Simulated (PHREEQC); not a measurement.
Make-up at 20 °C: 30 mmol/kgw HF, 1.1 mmol/kgw (NH4)2SiF6, 1.1 mmol/kgw HBF4 and 1.5 mmol/kgw HCl. Closed to the air; pH follows from the charge balance.

Model: ion-association model, wateq4f.dat, run in PHREEQC.

| quantity | before | after |
|---|---|---|
| pH | 2.25 | 2.25 |
| ionic strength (mol/kgw) | 0.00946 | 0.0395 |
| H2F2 (mol/kgw) | 0.00164 | 0.00161 |
| HF2- (mol/kgw) | 0.000277 | 0.000301 |
| H4SiO4 (mol/kgw) | 4.44e-10 | 3.31e-9 |
| SI of Quartz (SiO2) | -5.30 | -4.42 |

### Question
Name the change that produced these shifts.
(A) (NH4)2SiF6 from 0.0011 to 0.011 mol/kgw
(B) HBF4 from 0.0011 to 0.00121 mol/kgw
(C) HCl replaced by RbCl at the same molality
(D) temperature from 20 to 10 °C
(E) (NH4)2SiF6 from 0.0011 to 0.00022 mol/kgw

### Answer
A, (NH4)2SiF6 from 0.0011 to 0.011 mol/kgw

Precipitation was switched off in this run. wateq4f.dat counts part of the HF as a dimer, H2F2, which phreeqc.dat doesn't know; its constant is uncertain. SiF6-2 is the database's only silicon fluoride. Real BF4- forms and hydrolyses slowly; the run takes it at equilibrium.
